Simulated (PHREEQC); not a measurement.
1 kg of water holding 0.4 mol NaCl and 0.071 mol K2SO4 is evaporated at 75 °C; the solids stay in contact with the brine. The system is closed to CO2. Only these solids could form: Arcanite, Glaserite, Halite, Mirabilite, Misenite, Sylvite, Thenardite.

All values are PHREEQC results (Pitzer model, pitzer.dat), not measurements.

```
water left (kg)  ionic strength  water activity  Halite (mol)  Glaserite (mol)  Thenardite (mol)  Sylvite (mol)  K in solution (mol/kgw)
---------------  --------------  --------------  ------------  ---------------  ----------------  -------------  -----------------------
1                         0.613           0.984             0                0                 0              0                    0.142
0.5552                     1.10           0.972             0                0                 0              0                    0.256
0.3082                     1.99           0.948             0                0                 0              0                    0.461
0.1711                     3.58           0.904             0                0                 0              0                    0.830
0.09502                    6.45           0.818             0                0                 0              0                     1.49
0.05275                    9.29           0.704        0.0220          0.00540            0.0228              0                     2.38
0.0293                     9.29           0.704         0.190           0.0240           0.00212              0                     2.38
0.01627                    9.14           0.697         0.276           0.0314                 0              0                     2.94
0.00903                    9.37           0.682         0.320           0.0341                 0        0.00365                     4.01
0.005012                   9.37           0.682         0.340           0.0347                 0         0.0178                     4.01
```

Glaserite from water left = 0.06418 kg; Thenardite from water left = 0.06418 kg, last present at water left = 0.0293 kg; Halite from water left = 0.05275 kg; Sylvite from water left = 0.00903 kg.

Complexes and solids missing from the database can't appear. Constants without temperature data keep their 25 °C values here.
